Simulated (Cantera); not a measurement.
Charge: 1 mol ZrN, 0.061 mol H₂, held at 1502 °C and 0.0405 Torr.

Equilibrium computed with Cantera from the NASA thermochemical tables; the gas is ideal and each condensed phase is pure. Candidate condensed phases: Zr, ZrN; 11 gas species. ZrN: taken at fixed stoichiometry. Equilibrium is a limit: real reactors are often held back by kinetics, nucleation or transport.

Base state: H₂ 0.961, H 0.0386 (mole fractions); condensed: ZrN(s).

Question: What changes in the equilibrium state with this change: ZrN replaced by AlN?

Answer: 
```json
[
 {"species": "Al", "before": "0", "after": "0.638"},
 {"species": "N₂", "before": "1.09e-7", "after": "0.319"},
 {"species": "H₂", "before": "0.961", "after": "0.0350"},
 {"species": "H", "before": "0.0386", "after": "0.00737"},
 {"species": "AlH", "before": "0", "after": "0.000428"},
 {"species": "Al₂", "before": "0", "after": "2.51e-5"},
 {"species": "ZrN(s), mol", "before": "1.00", "after": "0"}
]
```
Further candidate phases: Al, AlN.
